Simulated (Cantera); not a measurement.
An isothermal, constant-pressure homogeneous reactor starts with 41.7 % C2H6, 58.3 % N2, at 1575 K and 0.622 atm.

Cantera simulation using GRI-Mech 3.0 (53 species, 325 reactions); the numbers are that mechanism's predictions, not measurements. GRI-Mech 3.0 stops at C3 and has no aromatics, soot or wall deposition, so with more carbon than oxygen in the feed, carbon stays in small species such as C2H2 where larger ones or solid carbon would form.

One state of this run: x C2H6 = 0.000247; x H = 3.11e-5; x C2H = 3.96e-8; x H2 = 0.289; x C2H4 = 0.0923; x C2H2 = 0.126; x CH2 = 2.19e-8. x: mole fraction; the columns are a selection and need not sum to one.

**Question.** Which value of t (s) does it belong to?
(A) 0.442
(B) 8.00e-5
(C) 0.00368
(D) 0.00141

**Answer.** D, 0.00141
